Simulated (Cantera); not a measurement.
**SiCl4 + NH3 + H2 (silicon nitride deposition)**

A closed system holds: 1 mol SiCl4, 3.1 mol NH3, 1.4 mol H2.

These are equilibrium values from Cantera (NASA tables, ideal gas, pure condensed phases), not measurements of a reactor. Candidate condensed phases: NH4Cl, Si, Si3N4; 28 gas species. The tables' values for SiCl3 are old estimates. Kinetics and transport are ignored.

Q: Map the stable condensed phases over T = 700, 850, 1000, 1150, 1300, 1450, 1600, 1750, 1900, 2050 K and P in Pa = 5, 17, 59, 210, 710, 2400, 8400, 29000, 100000.

A: 
```
T in K \ P in Pa
              5     17     59    210    710   2400   8400  29000 100000
   2050       A      A      A      A      A      A      A      A      A
   1900       A      A      A      A      A      A      A      A      B
   1750       A      A      A      A      A      A      A      B      B
   1600       A      A      A      A      A      B      B      B      B
   1450       A      A      B      B      B      B      B      B      B
   1300       B      B      B      B      B      B      B      B      B
   1150       B      B      B      B      B      B      B      B      B
   1000       B      B      B      B      B      B      B      B      B
    850       B      B      B      B      B      B      B      B      B
    700       B      B      B      B      B      B      B      B      B
```
A: gas only; B: Si3N4.
